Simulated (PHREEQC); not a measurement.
Make-up at 25 °C: 0.0017 mol/kgw Cd(NO3)2. Closed to the air; pH follows from the charge balance.

All values are PHREEQC results (ion-association model, phreeqc.dat), not measurements.

```csv
quantity,before,after
pH,6.47,6.72
CdNO3+ (mol/kgw),1.06e-5,1.69e-5
CdOH+ (mol/kgw),3.29e-7,1.83e-7
```

Question: What was changed between the two runs?
A) 4.5e-05 mol/kgw KOH added
B) diluted 2-fold with water
C) Cd(NO3)2 from 0.0017 to 0.0034 mol/kgw
D) temperature from 25 to 10 °C
E) Cd(NO3)2 from 0.0017 to 0.00255 mol/kgw

Answer: D, temperature from 25 to 10 °C

Precipitation was switched off in this run. Away from 25 °C the constants follow the database's enthalpies or fits; those with neither stay at their 25 °C values.
